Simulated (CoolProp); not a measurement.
Hydrogen chloride at 454.91 K and 10.9 MPa is throttled through a valve to 6.71 MPa with no heat exchange. Each further row changes one setting.

Values from CoolProp's reference Helmholtz-energy equation of state, Thol 2018.

| case | temperature change (K) | final phase | final density (kg/m³) |
|---|---|---|---|
| as stated | -23.8 | gas | … |
| outlet pressure 2.01 MPa | … | gas | … |
| outlet pressure 8.72 MPa | … | … | … |

What belongs in the gaps?


- as stated, final density (kg/m³): 77.7
- outlet pressure 2.01 MPa, temperature change (K): -57.8
- outlet pressure 2.01 MPa, final density (kg/m³): 23.3
- outlet pressure 8.72 MPa, temperature change (K): -11.7
- outlet pressure 8.72 MPa, final phase: supercritical
- outlet pressure 8.72 MPa, final density (kg/m³): 100
